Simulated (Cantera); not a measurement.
An isothermal, constant-pressure homogeneous reactor starts with NH3 : N2 = 1 : 1.9 (molar parts), at 2025 K and 100.0 Torr.

Cantera simulation using the gas-phase N/H chemistry of the illustrative SiF4/NH3 mechanism in the Surface Chemkin manual (1991); the numbers are that mechanism's predictions, not measurements. Walls and surfaces, which speed up NH3 decomposition in real reactors, are not modelled.

One state of this run: x NH3 = 0.324; x N2 = 0.653; x H = 2.27e-5; x NH2 = 0.000898; x NH = 1.14e-5; x N2H2 = 2.73e-6; x H2 = 0.0224. x: mole fraction; the columns are a selection and need not sum to one.

**Question.** Which value of t (s) does it belong to?
A) 0.000190
B) 4.03
C) 0.203
D) 0.0102

**Answer.** D, 0.0102
